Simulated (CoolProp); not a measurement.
Aqueous potassium carbonate as a coolant, 21 % by mass, freezing at -9.5 °C, 1 atm.

Computed with CoolProp (Melinder's fits for secondary coolants).

```tsv
T (°C)	viscosity (mPa s)	density (kg/m³)	Prandtl number	cp (kJ/(kg K))
-1.3	3.00	1209	17.9	3.238
4.4	2.56	1207	15.0	3.247
10.2	2.21	1205	12.8	3.256
16	1.93	1203	11.1	3.265
21.8	1.71	1200	9.63	3.273
27.6	1.52	1197	8.46	3.282
33.4	1.36	1194	7.47	3.290
39.2	1.22	1191	6.60	3.297
```
